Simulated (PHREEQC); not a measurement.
Solution (20 °C): 0.21 mol NaH2PO4, 9.4e-05 mol NaOH and 0.0013 mol H3AsO4 per kg of water. Closed to the air; pH follows from the charge balance.

All values are PHREEQC results (ion-association model, wateq4f.dat), not measurements.

```json
[
 {"quantity": "pH", "before": "4.12", "after": "4.42"},
 {"quantity": "ionic strength (mol/kgw)", "before": "0.211", "after": "0.211"},
 {"quantity": "H3PO4 (mol/kgw)", "before": "0.00156", "after": "0.000785"},
 {"quantity": "HPO4-2 (mol/kgw)", "before": "0.000414", "after": "0.000827"},
 {"quantity": "NaHPO4- (mol/kgw)", "before": "4.99e-5", "after": "9.97e-5"}
]
```

### Question
What was changed between the two runs?
(A) NaOH from 9.4e-05 to 0.00047 mol/kgw
(B) H3AsO4 left out
(C) temperature from 20 to 70 °C
(D) H3AsO4 from 0.0013 to 0.00117 mol/kgw
(E) H3AsO4 replaced by Na2HAsO4 at the same molality

### Answer
B, H3AsO4 left out

Precipitation was switched off in this run. H3PO4, which wateq4f.dat lacks, is added to it with the constant of phreeqc.dat.
